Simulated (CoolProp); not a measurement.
The fluid at 293.15 K and 0.221 MPa expands adiabatically to 0.0197 MPa with isentropic efficiency 0.85. The same conditions are run with several fluids, on thermodynamics alone (safety and materials aside).

The numbers come from the reference Helmholtz-energy equation of state of each fluid (CH3F (R41): Lemmon 2006; fluorine: de Reuck 1990; normal hydrogen: Leachman 2009; R22: Kamei 1995) in CoolProp.

Task: Rank CH3F (R41), fluorine, normal hydrogen, R22 by work (kJ/kg), highest first.

Result: normal hydrogen (1770), CH3F (R41) (110), fluorine (96.2), R22 (46.9)

```
fluid            final temperature (K)  final density (kg/m³)
---------------  ---------------------  ---------------------
CH3F (R41)                       183.5                  0.444
fluorine                         171.7                  0.525
normal hydrogen                  164.6                 0.0290
R22                              209.7                  0.986
```
